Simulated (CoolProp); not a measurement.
Saturation properties of R1234ze(E) (Tc = 109.4 °C, pc = 3.635 MPa, ω = 0.313).

Computed with CoolProp (reference Helmholtz-energy equation of state, Thol 2016).

```json
[
 {"T (°C)": "10.05", "p (MPa)": "0.3089", "vapour density (kg/m³)": "16.48", "enthalpy of vaporisation (kJ/kg)": "177.6", "liquid conductivity (mW/(m K))": "79.4"},
 {"T (°C)": "16.55", "p (MPa)": "0.3829", "vapour density (kg/m³)": "20.30", "enthalpy of vaporisation (kJ/kg)": "173.1", "liquid conductivity (mW/(m K))": "77.1"},
 {"T (°C)": "22.95", "p (MPa)": "0.4683", "vapour density (kg/m³)": "24.74", "enthalpy of vaporisation (kJ/kg)": "168.5", "liquid conductivity (mW/(m K))": "74.9"},
 {"T (°C)": "29.45", "p (MPa)": "0.5691", "vapour density (kg/m³)": "30.04", "enthalpy of vaporisation (kJ/kg)": "163.5", "liquid conductivity (mW/(m K))": "72.7"},
 {"T (°C)": "35.85", "p (MPa)": "0.6835", "vapour density (kg/m³)": "36.14", "enthalpy of vaporisation (kJ/kg)": "158.3", "liquid conductivity (mW/(m K))": "70.6"},
 {"T (°C)": "42.25", "p (MPa)": "0.8145", "vapour density (kg/m³)": "43.27", "enthalpy of vaporisation (kJ/kg)": "152.8", "liquid conductivity (mW/(m K))": "68.5"},
 {"T (°C)": "48.75", "p (MPa)": "0.9658", "vapour density (kg/m³)": "51.75", "enthalpy of vaporisation (kJ/kg)": "146.9", "liquid conductivity (mW/(m K))": "66.4"},
 {"T (°C)": "55.15", "p (MPa)": "1.135", "vapour density (kg/m³)": "61.53", "enthalpy of vaporisation (kJ/kg)": "140.6", "liquid conductivity (mW/(m K))": "64.4"},
 {"T (°C)": "61.65", "p (MPa)": "1.328", "vapour density (kg/m³)": "73.24", "enthalpy of vaporisation (kJ/kg)": "133.7", "liquid conductivity (mW/(m K))": "62.3"},
 {"T (°C)": "68.05", "p (MPa)": "1.541", "vapour density (kg/m³)": "86.90", "enthalpy of vaporisation (kJ/kg)": "126.2", "liquid conductivity (mW/(m K))": "60.4"},
 {"T (°C)": "74.45", "p (MPa)": "1.779", "vapour density (kg/m³)": "103.2", "enthalpy of vaporisation (kJ/kg)": "118.1", "liquid conductivity (mW/(m K))": "58.5"},
 {"T (°C)": "80.95", "p (MPa)": "2.049", "vapour density (kg/m³)": "123.5", "enthalpy of vaporisation (kJ/kg)": "108.8", "liquid conductivity (mW/(m K))": "56.5"},
 {"T (°C)": "87.35", "p (MPa)": "2.344", "vapour density (kg/m³)": "148.3", "enthalpy of vaporisation (kJ/kg)": "98.27", "liquid conductivity (mW/(m K))": "54.7"}
]
```

It boils at -19.0 °C under 1 atm.

Thermal conductivity comes from a separate model (Perkins 2011).
